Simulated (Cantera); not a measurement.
An isothermal, constant-pressure homogeneous reactor starts with NO : N2 = 1 : 17 (molar parts), at 1775 K and 0.0690 bar. Integrator tolerance rtol = 1e-08.

Computed with Cantera and GRI-Mech 3.0 (53 species, 325 reactions).

What does this change do: pressure from 0.0690 bar to 1.30 bar?


```tsv
quantity	before	after
x(NO) at 2.00 s	0.0553 (gas-phase equilibrium 0.00152)	0.0524 (gas-phase equilibrium 0.00152)
x(O) at 2.00 s	1.06e-5 (gas-phase equilibrium 6.02e-5)	3.98e-6 (gas-phase equilibrium 1.39e-5)
x(N2O) at 2.00 s	1.22e-6 (gas-phase equilibrium 2.56e-8)	1.19e-6 (gas-phase equilibrium 1.11e-7)
x(NO2) at 2.00 s	2.15e-6 (gas-phase equilibrium 3.79e-7)	1.60e-5 (gas-phase equilibrium 1.65e-6)
x(N2) at 2.00 s	0.945 (gas-phase equilibrium 0.971)	0.946 (gas-phase equilibrium 0.971)
```
